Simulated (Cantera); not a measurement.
A freely propagating, adiabatic, planar premixed flame of H2 : O2 : N2 = 1 : 0.333 : 1.37 (molar parts), equivalence ratio 1.5, unburnt at 598 K and 230000 Pa; mixture-averaged transport, grid criteria slope 0.08 and curve 0.16, no radiation.

Computed with Cantera and the H2/O2 subset of GRI-Mech 3.0, which has no nitrogen chemistry. The hydrogen kinetics of GRI-Mech 3.0 are dated; newer H2 mechanisms differ, most at raised pressure. Burning velocities carry a grid error of a few per cent, more on coarse grids.

x: mole fraction of selected species; z is measured from the peak of heat release.

```
z (mm)   T (K)  u (m/s)   x H2      x O2     x HO2   x H2O2     x H2O      x OH
-------  -----  -------  -----  --------  --------  -------  --------  --------
-0.466     598     8.66  0.370     0.123     <1e-8    <1e-8     <1e-8     <1e-8
-0.311     598     8.66  0.370     0.123     <1e-8    <1e-8     <1e-8     <1e-8
-0.233     598     8.66  0.370     0.123     <1e-8    <1e-8     <1e-8     <1e-8
-0.155     598     8.66  0.370     0.123   7.16e-7    <1e-8   4.06e-7     <1e-8
-0.0777    621     8.94  0.365     0.123  0.000349  5.72e-6  0.000903   6.07e-5
-0.0388    857     12.0  0.330     0.117  0.000347  2.71e-5    0.0212  0.000930
0         1293     17.6  0.237    0.0816  0.000150  7.25e-6     0.100   0.00307
0.0388    1606     21.6  0.149    0.0297   5.11e-5  2.78e-6     0.197   0.00707
0.0777    1756     23.4  0.122    0.0102   1.68e-5  1.68e-6     0.234   0.00914
0.155     1898     25.1  0.118         ?         ?        ?     0.249    0.0102
0.311     2038     26.6  0.123   0.00243   3.63e-6  5.03e-7     0.256   0.00996
0.621     2163     28.0  0.127   0.00136   2.01e-6  2.77e-7     0.263   0.00858
1.24      2263     29.1  0.131  0.000646   9.86e-7  1.55e-7     0.270   0.00655
```

Problem. Fill in the missing entries.

Solution. 
- 0.155, x O2: 0.00399
- 0.155, x HO2: 6.29e-6
- 0.155, x H2O2: 9.37e-7
